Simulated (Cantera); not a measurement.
A Cantera script and what it prints.

```python
import numpy as np
import cantera as ct

gas_names = """
    CL2 NaCL SiCL4
""".split()
cond_names = """
    Na(cr) Na(L) Si(cr) Si(L) NaCL(s) NaCL(L)
""".split()


def load(file, names, dense=False):
    # The tables refer to 1 bar. Condensed volumes are neglected.
    table = {s.name: s for s in ct.Species.list_from_file(file)}
    out = []
    for n in names:
        d = dict(table[n].input_data)
        d["thermo"] = dict(d["thermo"], **{"reference-pressure": 1e5})
        if dense:
            d["equation-of-state"] = {"model": "constant-volume", "density": "1e6 g/cm^3"}
        out.append(ct.Species.from_dict(d))
    return out


species = {s.name: s for s in load("nasa_gas.yaml", gas_names) + load("nasa_condensed.yaml", cond_names)}
# Each term lists the table entries of one substance; the one whose range holds T is used.
reactions = {
    '2 Na + Cl2(g) = 2 NaCl(g)':
        [(-2, ['Na(cr)', 'Na(L)']), (-1, ['CL2']), (2, ['NaCL'])],
    '0.5 Si + Cl2(g) = 0.5 SiCl4(g)':
        [(-0.5, ['Si(cr)', 'Si(L)']), (-1, ['CL2']), (0.5, ['SiCL4'])],
    '2 Na + Cl2(g) = 2 NaCl':
        [(-2, ['Na(cr)', 'Na(L)']), (-1, ['CL2']), (2, ['NaCL(s)', 'NaCL(L)'])],
}


def pick(names, T):
    return next(species[n] for n in names if species[n].thermo.min_temp <= T <= species[n].thermo.max_temp)


results = []
for label, terms in reactions.items():
    print(label)
    print("     T/K   dH/kJ  dS/(J/K)   dG/kJ   log10 K")
    for T in [300, 423, 498, 573, 648, 723, 798, 873, 948, 1023, 1098]:
        used = [(nu, pick(names, T)) for nu, names in terms]
        dH = sum(nu * s.thermo.h(T) for nu, s in used) / 1e6
        dS = sum(nu * s.thermo.s(T) for nu, s in used) / 1e3
        dG = dH - T * dS / 1e3
        logK = -dG * 1e6 / (ct.gas_constant * T * np.log(10))
        results.append((label, T, dH, dS, dG, logK, [s.name for _, s in used]))
        print(f"{T:8g} {dH:8.1f} {dS:8.1f} {dG:8.1f} {logK:8.2f}")
```

It prints:

```
2 Na + Cl2(g) = 2 NaCl(g)
     T/K   dH/kJ  dS/(J/K)   dG/kJ   log10 K
     300   -362.9    133.8   -403.0    70.17
     423   -370.9    111.9   -418.2    51.65
     498   -372.7    108.0   -426.5    44.73
     573   -374.4    104.8   -434.5    39.60
     648   -376.0    102.1   -442.2    35.65
     723   -377.6     99.9   -449.8    32.50
     798   -379.1     97.9   -457.2    29.93
     873   -380.5     96.2   -464.5    27.79
     948   -382.0     94.6   -471.6    25.99
    1023   -383.4     93.1   -478.7    24.44
    1098   -384.9     91.7   -485.6    23.10
0.5 Si + Cl2(g) = 0.5 SiCl4(g)
     T/K   dH/kJ  dS/(J/K)   dG/kJ   log10 K
     300   -331.4    -67.0   -311.3    54.20
     423   -331.2    -66.4   -303.1    37.42
     498   -331.0    -66.1   -298.1    31.27
     573   -330.8    -65.7   -293.2    26.72
     648   -330.6    -65.4   -288.2    23.23
     723   -330.4    -65.1   -283.3    20.47
     798   -330.2    -64.9   -278.5    18.23
     873   -330.1    -64.7   -273.6    16.37
     948   -329.9    -64.5   -268.8    14.81
    1023   -329.7    -64.3   -263.9    13.48
    1098   -329.6    -64.2   -259.1    12.33
2 Na + Cl2(g) = 2 NaCl
     T/K   dH/kJ  dS/(J/K)   dG/kJ   log10 K
     300   -822.2   -181.4   -767.8   133.69
     423   -826.5   -192.7   -745.0    91.99
     498   -825.8   -191.3   -730.6    76.63
     573   -824.9   -189.6   -716.3    65.30
     648   -823.8   -187.8   -702.1    56.60
     723   -822.4   -185.8   -688.1    49.71
     798   -820.8   -183.6   -674.3    44.13
     873   -818.9   -181.4   -660.6    39.52
     948   -816.7   -179.0   -647.1    35.65
    1023   -814.2   -176.4   -633.7    32.36
    1098   -754.8   -121.1   -621.9    29.58
```

Source: NASA polynomial tables (part measured, part estimated), evaluated in Cantera. Condensed species are held in their standard states even where they would react or evaporate.
